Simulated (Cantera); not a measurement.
Charge: 1 mol Si₃N₄, 2 mol CO₂, 70 mol N₂, 0.029 mol O₂, at 1675 K and 5780 Torr.

These are equilibrium values from Cantera (NASA tables, ideal gas, pure condensed phases), not measurements of a reactor. Candidate condensed phases: C, Si, SiC, SiO₂, Si₂N₂O, Si₃N₄; 34 gas species. Mutual solubility and eutectic melting of coexisting phases are not modelled. The tables hold silica as quartz up to 1696 K and as liquid above; real silica turns to tridymite and cristobalite and melts near 1996 K. Equilibrium is a limit: real reactors are often held back by kinetics, nucleation or transport.

Base state: N₂ 0.972, CO 0.0275, CO₂ 1.74e-5 (mole fractions); condensed: SiO₂(β-quartz) + Si₂N₂O(s).

Q: What changes in the equilibrium state with this change: pressure from 5780 Torr to 100 Torr?

A: 
| species | before | after |
|---|---|---|
| N₂ | 0.972 | 0.970 |
| CO | 0.0275 | 0.0274 |
| SiO | 9.72e-6 | 0.00217 |
| CO₂ | 1.74e-5 | 4.48e-6 |
| SiO₂(β-quartz), mol | 0.371 | 0.319 |
| Si₂N₂O(s), mol | 1.31 | 1.26 |

Q: What changes in the equilibrium state with this change: pressure from 5780 Torr to 0.0353 Torr?

A: 
```tsv
species	before	after
N₂	0.972	0.944
SiO	9.72e-6	0.0319
CO	0.0275	0.0213
Si	<1e-9	0.00247
CO₂	1.74e-5	<1e-9
Si₂C	<1e-9	1.28e-5
SiN	<1e-9	1.09e-5
SiO₂(β-quartz), mol	0.371	0
Si₂N₂O(s), mol	1.31	0
SiC(s), mol	0	0.374
```
The tables' values for SiN are old estimates; treat these amounts as uncertain.
